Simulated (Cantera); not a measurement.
Source: NASA polynomial tables (part measured, part estimated), evaluated in Cantera. Values are per mole of reaction as written; species without (g) are pure solids or liquids, kept so even where they would boil at 1 bar. TaC: taken at fixed stoichiometry.

Problem. Between 300 and 2548 K, where is each reaction favourable under standard conditions?
- 2 C₆H₆(g) + 9 Ta → 9 TaC + 3 CH₄(g)

Solution. 
- 2 C₆H₆(g) + 9 Ta → 9 TaC + 3 CH₄(g): ΔG° is -1695 kJ at 300 K and -1835 kJ at 2548 K; it stays negative (K > 1). ΔH° is -1628 kJ and ΔS° 82 J/K at 2548 K.
